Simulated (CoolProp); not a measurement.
Computed with CoolProp (reference Helmholtz-energy equation of state, Lemmon 2005). It is a short technical equation, of lower accuracy than the large ones.

### Question
For trans-2-butene, give the phase and the cp (kJ/(kg K)), expansivity (1/kK) at 215.65 °C and 780 kPa.

### Answer
- 215.65 °C and 780 kPa: gas; cp 2.30, expansivity 2.38
